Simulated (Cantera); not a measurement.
A closed system holds: 1 mol MgO, 0.62 mol CH4, 0.25 mol CO, at 0.830 bar.

Method: chemical equilibrium by Gibbs-energy minimisation in Cantera with the NASA 1993 tables (ideal gas, pure condensed phases). Candidate condensed phases: C, C6H6, C7H8, C8H18, H2O, Mg, MgCO3, MgO, Mg(OH)2; 116 gas species. Equilibrium is a limit: real reactors are often held back by kinetics, nucleation or transport.

Question: Which condensed phases are stable at each of these points (T (K)): 1650, 1700, 1750, 1800, 1850, 1900, 1950, 2000, 2050, 2100, 2150, 2200, 2250?

Answer: 
```json
[
 {"T (K)": "1650", "condensed phases": "C(graphite) + MgO(s)", "Mg condensed (%)": "99.9"},
 {"T (K)": "1700", "condensed phases": "C(graphite) + MgO(s)", "Mg condensed (%)": "99.7"},
 {"T (K)": "1750", "condensed phases": "C(graphite) + MgO(s)", "Mg condensed (%)": "99.1"},
 {"T (K)": "1800", "condensed phases": "C(graphite) + MgO(s)", "Mg condensed (%)": "97.2"},
 {"T (K)": "1850", "condensed phases": "C(graphite) + MgO(s)", "Mg condensed (%)": "92.0"},
 {"T (K)": "1900", "condensed phases": "C(graphite) + MgO(s)", "Mg condensed (%)": "78.1"},
 {"T (K)": "1950", "condensed phases": "MgO(s)", "Mg condensed (%)": "38.1"},
 {"T (K)": "2000", "condensed phases": "MgO(s)", "Mg condensed (%)": "38.0"},
 {"T (K)": "2050", "condensed phases": "MgO(s)", "Mg condensed (%)": "38.0"},
 {"T (K)": "2100", "condensed phases": "MgO(s)", "Mg condensed (%)": "38.0"},
 {"T (K)": "2150", "condensed phases": "MgO(s)", "Mg condensed (%)": "37.9"},
 {"T (K)": "2200", "condensed phases": "MgO(s)", "Mg condensed (%)": "37.8"},
 {"T (K)": "2250", "condensed phases": "MgO(s)", "Mg condensed (%)": "37.7"}
]
```

From 1650 K to 1900 K the condensed part is C(graphite) + MgO(s). From 1950 K to 2250 K the condensed part is MgO(s).
